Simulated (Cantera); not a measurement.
What does this Cantera script print?

```python
import numpy as np
import cantera as ct

gas_names = """
    H H2 N NH NH2 NH3 N2 N2H2 N2H4 Si SiH SiH2 SiH3 SiH4 SiN Si2 Si2N Si3
""".split()
cond_names = """
    Si(cr) Si(L) Si3N4(a)
""".split()


# ... load() reads the species with a 1 bar reference pressure and builds the phases ...
atoms = {
    'SiH4': {'Si': 1, 'H': 4},
    'N2': {'N': 2},
}
top_T = {'Si3N4(a)': 2400}  # K; cautious upper limits of use, not melting points


# ... equilibrate(T, P, feed) seeds the gas with the atoms and calls Mixture.equilibrate('TP', solver="vcs", rtol=1e-11, max_steps=5000) ...
results = []
feed = {'SiH4': 1, 'N2': 49}  # mol
T = 1423.15  # K
P = 13332.2  # Pa
mix = equilibrate(T, P, feed)
results.append((T, P, feed, dict(zip(mix.species_names, mix.species_moles))))
print(gas.report(threshold=1e-06))
for i in range(1, mix.n_phases):
    print(f"{mix.phase(i).name:16s} {mix.phase_moles(i):12.5e} mol")
```

It prints:

```
       temperature   1423.2 K
          pressure   13332 Pa
           density   0.0304 kg/m^3
  mean mol. weight   26.981 kg/kmol
   phase of matter   gas

                          1 kg             1 kmol
                     ---------------   ---------------
          enthalpy        1.3207e+06        3.5634e+07  J
   internal energy        8.8215e+05        2.3801e+07  J
           entropy            9476.3        2.5568e+05  J/K
    Gibbs function       -1.2166e+07       -3.2824e+08  J
 heat capacity c_p            1275.4             34411  J/K
 heat capacity c_v            967.23             26097  J/K

                      mass frac. Y      mole frac. X     chem. pot. / RT
                     ---------------   ---------------   ---------------
                 H        1.3574e-07        3.6334e-06           -11.846
                H2         0.0029688          0.039733           -23.691
                N2           0.99703           0.96026           -27.907
     [  +15 minor]        5.1734e-08        8.1893e-08

Si(cr)            0.00000e+00 mol
Si3N4(a)          3.33333e-01 mol
```

Method: chemical equilibrium by Gibbs-energy minimisation in Cantera with the NASA 1993 tables (ideal gas, pure condensed phases). N2 is the only nitrogen source here; it is nearly inert below about 1500 K, so the nitride shown seldom forms there in practice.
